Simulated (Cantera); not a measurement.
Charge: 1 mol Pb, 1.3 mol H2, 1.5 mol N2, at 7.60 mbar.

Cantera equilibrium calculation (NASA polynomials, part measured and part estimated; ideal gas, pure solids and liquids). Candidate condensed phases: Pb; 11 gas species. Rates play no part.

### Question
What share of the Pb ends up in condensed phases as a function of T (°C), at 350, 425, 500, 575, 650, 725, 800, 875, 950, 1025, 1100, 1175?

### Answer
```csv
T (°C),Pb condensed (%),as
350,100.0,Pb(l)
425,100.0,Pb(l)
500,100.0,Pb(l)
575,100.0,Pb(l)
650,99.9,Pb(l)
725,99.4,Pb(l)
800,97.3,Pb(l)
875,89.3,Pb(l)
950,62.0,Pb(l)
1025,0.0,-
1100,0.0,-
1175,0.0,-
```
